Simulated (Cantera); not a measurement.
Charge: 1 mol AlN, 1.3 mol HCl, 0.67 mol N2, 0.61 mol Cl2, equilibrated at 7.50 Torr.

Method: chemical equilibrium by Gibbs-energy minimisation in Cantera with the NASA 1993 tables (ideal gas, pure condensed phases). Candidate condensed phases: Al, AlCl3, AlN, NH4Cl; 20 gas species. The tables' values for AlCl2 are old estimates; treat these amounts as uncertain. Equilibrium is a limit: real reactors are often held back by kinetics, nucleation or transport. All values below are at 1175 K.

Base state: N2 0.405, AlCl3 0.290, H2 0.199, HCl 0.106, AlCl2 0.000284, Al2Cl6 1.09e-5, AlCl 1.05e-5 (mole fractions); condensed: AlN(s).

### Question
What changes in the equilibrium state with this change: pressure from 7.50 Torr to 0.0525 Torr?

### Answer
| species | before | after |
|---|---|---|
| N2 | 0.405 | 0.405 |
| AlCl3 | 0.290 | 0.287 |
| H2 | 0.199 | 0.198 |
| AlCl2 | 0.000284 | 0.00337 |
| AlCl | 1.05e-5 | 0.00149 |
| HCl | 0.106 | 0.106 |
| Al2Cl6 | 1.09e-5 | 7.46e-8 |
| AlN(s), mol | 0.251 | 0.246 |
